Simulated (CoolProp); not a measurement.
Vapour-liquid equilibrium of n-pentane (1) + acetone (2) at 432.9 K; x and y are mole fractions of (1).

Computed with CoolProp (multi-fluid Helmholtz-energy mixture model, Thol 2019 and Lemmon 2006; pair parameters Bell 2016).

```
x     bubble pressure (MPa)  y at the bubble point  dew pressure at overall composition x (MPa)  liquid density (mol/L)
----  ---------------------  ---------------------  -------------------------------------------  ----------------------
0.05                  1.511                  0.108                                        1.437                   9.996
0.15                  1.723                  0.259                                        1.567                   9.299
0.25                  1.878                  0.363                                        1.710                   8.665
0.35                  1.989                  0.445                                        1.858                   8.094
0.45                  2.066                  0.516                                        1.995                   7.590
0.55                  2.114                  0.583                                        2.094                   7.157
0.65                  2.133                  0.653                                        2.133                   6.799
0.75                  2.119                  0.729                                        2.110                   6.517
0.85                  2.065                  0.818                                        2.039                   6.307
0.95                  1.959                  0.930                                        1.938                   6.158
```

y crosses x between x = 0.65 and 0.75: the model has an azeotrope there.

The pair parameters rest on a limited set of measurements; away from them the model extrapolates.
